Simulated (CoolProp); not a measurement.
R22 along the isotherm 396 K: density (kg/m³) from the reference equation and from simpler models built on Tc = 369.3 K, pc = 4990 kPa, ω = 0.221; each cubic takes its own stable root.

Model: reference Helmholtz-energy equation of state, Kamei 1995, in CoolProp.

```csv
p (kPa),phase,reference,ideal gas,Redlich-Kwong
23.7,gas,0.6232,0.6224,0.6232
38.2,gas,1.005,1.003,1.005
61.8,gas,1.628,1.623,1.629
99.8,gas,2.635,2.621,2.636
161,gas,4.265,4.228,4.267
261,gas,6.953,6.854,6.956
421,gas,11.32,11.06,11.33
680,gas,18.56,17.86,18.58
1100,gas,30.80,28.89,30.85
1770,gas,51.79,46.48,51.92
2870,gas,91.32,75.37,91.67
4630,gas,176.3,121.6,177.7
7490,supercritical,501.0,196.7,488.9
```
